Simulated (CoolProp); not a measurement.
Vapour-liquid equilibrium of CHF3 (R23) (1) + R143a (2) at -53.95 °C; x and y are mole fractions of (1).

The numbers come from the multi-fluid Helmholtz-energy mixture model, Penoncello 2003 and Lemmon and Jacobsen 2000; pair parameters Bell 2016 in CoolProp.

Question: Give the bubble pressure and the first vapour's composition at x = 0.125, 0.875, 0.95. Is there an azeotrope?

Answer: x = 0.125: 0.1087 MPa, y = 0.405; x = 0.875: 0.3641 MPa, y = 0.970; x = 0.95: 0.3892 MPa, y = 0.988. No azeotrope shows between x = 0.05 and 0.95.

The pair parameters rest on a limited set of measurements; away from them the model extrapolates.
